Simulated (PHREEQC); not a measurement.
Consider water at 25 °C with 0.24 mol (CH3)4NF per kg of water. Closed to the air; pH follows from the charge balance.

Equilibrium calculation in PHREEQC: ion-association model, phreeqc.dat.

No solid was allowed to form.

**Question.** Predict the pH, activity of water.

**Answer.** pH 8.25; activity of water 0.992.

(CH3)4N+ isn't in the database: it is added as a free cation with an ion size of 4 Å.
